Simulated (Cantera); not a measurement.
Input (Python, Cantera):

```python
import numpy as np
import cantera as ct

gas = ct.Solution("h2o2.yaml")
gas.TPX = 1173, 2666, {'H2': 0.13, 'O2': 1}
reactor = ct.IdealGasConstPressureReactor(gas, energy="off", clone=False)
net = ct.ReactorNet([reactor])
net.rtol, net.atol = 1e-08, 1e-18
show = ['H2', 'O2', 'H2O2', 'H2O', 'O', 'HO2', 'H']
times = np.geomspace(4e-06, 6, 10)

steps = ct.SolutionArray(gas, extra=["t"])
rows = []
print(f"{'t/s':>10s}{'T/K':>9s}{'P/Pa':>11s}" + "".join(f"{s:>11s}" for s in show))
for t in times:
    while net.time < t:
        t_next = net.step()
        steps.append(gas.state, t=t_next)
    rows.append([np.interp(t, steps.t, y) for y in (steps.T, steps.P, *steps(*show).X.T)])
    print(f"{t:10.3e}{rows[-1][0]:9.1f}{rows[-1][1]:11.4g}" + "".join(f"{x:11.3e}" for x in rows[-1][2:]))
rate = np.gradient(steps.T, steps.t)
print("integrator steps:", len(steps.t))
if steps.T.max() > steps.T[0] + 200:
    print(f"time of steepest temperature rise: {steps.t[rate.argmax()]:.4e} s")
gas.TPX = 1173, 2666, {'H2': 0.13, 'O2': 1}
gas.equilibrate("TP")
print(f"equilibrium (TP): T = {gas.T:.1f} K  " + "  ".join(f"{s} {gas[s].X[0]:.3e}" for s in show))
```

Result:

```
       t/s      T/K       P/Pa         H2         O2       H2O2        H2O          O        HO2          H
 4.000e-06   1173.0       2666  1.150e-01  8.850e-01  1.301e-14  2.750e-12  3.111e-11  4.437e-10  4.149e-10
 1.942e-05   1173.0       2666  1.150e-01  8.850e-01  3.064e-13  2.400e-10  6.069e-10  2.157e-09  1.782e-09
 9.430e-05   1173.0       2666  1.150e-01  8.850e-01  7.243e-12  1.777e-08  1.332e-08  1.057e-08  1.479e-08
 4.579e-04   1173.0       2666  1.150e-01  8.849e-01  3.896e-10  5.352e-05  2.700e-05  3.505e-07  2.625e-05
 2.223e-03   1173.0       2666  3.104e-03  8.282e-01  3.968e-07  1.011e-01  4.140e-02  1.356e-05  2.059e-02
 1.079e-02   1173.0       2666  6.309e-04  8.688e-01  4.255e-07  1.186e-01  7.792e-03  9.813e-06  1.646e-03
 5.241e-02   1173.0       2666  3.021e-05  8.773e-01  1.658e-07  1.217e-01  3.785e-04  1.904e-06  1.741e-05
 2.545e-01   1173.0       2666  1.868e-06  8.778e-01  3.648e-08  1.220e-01  2.467e-05  1.980e-07  2.906e-07
 1.236e+00   1173.0       2666  2.075e-07  8.779e-01  7.577e-09  1.220e-01  2.852e-06  2.834e-08  1.142e-08
 6.000e+00   1173.0       2666  3.261e-08  8.779e-01  1.599e-09  1.221e-01  4.574e-07  9.658e-09  7.330e-10
integrator steps: 2037
equilibrium (TP): T = 1173.0 K  H2 5.747e-09  O2 8.779e-01  H2O2 3.494e-10  H2O 1.221e-01  O 8.070e-08  HO2 1.287e-08  H 5.510e-11
```

Detailed kinetics in Cantera: the H2/O2 subset of GRI-Mech 3.0, which has no nitrogen chemistry. Radical loss at walls, strong at low pressure, is not modelled. The temperature is held fixed by assumption; the heat of reaction is taken as removed at once.
